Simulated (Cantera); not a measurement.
A freely propagating, adiabatic, planar premixed flame of 50.2 % H2, 10.4 % O2, 39.3 % N2, equivalence ratio 2.4, unburnt at 450 K and 10.0 bar; multicomponent+Soret transport, grid criteria slope 0.08 and curve 0.16, no radiation.

Cantera simulation using the H2/O2 subset of GRI-Mech 3.0, which has no nitrogen chemistry; the numbers are that mechanism's predictions, not measurements. The hydrogen kinetics of GRI-Mech 3.0 are dated; newer H2 mechanisms differ, most at raised pressure. Burning velocities carry a grid error of a few per cent, more on coarse grids.

x: mole fraction of selected species; z is measured from the peak of heat release.

| z (mm) | T (K) | u (m/s) | x H2 | x O2 | x H | x H2O | x H2O2 | x O |
|---|---|---|---|---|---|---|---|---|
| -0.0714 | 450 | 3.98 | 0.502 | 0.104 | <1e-8 | 6.94e-8 | <1e-8 | <1e-8 |
| -0.0476 | 450 | 3.98 | 0.502 | 0.105 | <1e-8 | 6.91e-7 | <1e-8 | <1e-8 |
| -0.0357 | 451 | 3.98 | 0.500 | 0.105 | <1e-8 | 6.76e-6 | 3.43e-8 | <1e-8 |
| -0.0238 | 459 | 3.98 | 0.491 | 0.107 | <1e-8 | 0.000135 | 9.43e-7 | 9.89e-8 |
| -0.0119 | 609 | 4.91 | 0.442 | 0.112 | 3.94e-5 | 0.00927 | 7.92e-5 | 1.01e-5 |
| -0.00595 | [?] | 7.53 | 0.411 | [?] | [?] | [?] | [?] | [?] |
| 0 | 1327 | 10.5 | 0.375 | 0.0667 | 0.00973 | 0.106 | 5.70e-5 | 0.000586 |
| 0.00595 | 1584 | 12.6 | 0.340 | 0.0360 | 0.0196 | 0.164 | 8.45e-6 | 0.000795 |
| 0.0119 | 1727 | 13.8 | 0.318 | 0.0164 | 0.0254 | 0.200 | 3.06e-6 | 0.000565 |
| 0.0238 | 1849 | 14.7 | 0.306 | 0.00314 | 0.0259 | 0.225 | 1.02e-6 | 0.000193 |
| 0.0476 | 1929 | 15.3 | 0.308 | [?] | [?] | 0.232 | [?] | [?] |
| 0.0953 | 1989 | 15.7 | 0.313 | 1.39e-5 | 0.0122 | 0.233 | 9.23e-8 | 2.57e-5 |
| 0.191 | 2028 | 16.0 | 0.317 | 3.26e-6 | 0.00690 | 0.234 | 3.43e-8 | 8.49e-6 |

Problem. Some entries are withheld; supply them.

Solution. 
- -0.00595, T (K): 951
- -0.00595, x O2: 0.0968
- -0.00595, x H: 0.00194
- -0.00595, x H2O: 0.0462
- -0.00595, x H2O2: 0.000145
- -0.00595, x O: 0.000146
- 0.0476, x O2: 0.000236
- 0.0476, x H: 0.0195
- 0.0476, x H2O2: 2.63e-7
- 0.0476, x O: 6.57e-5
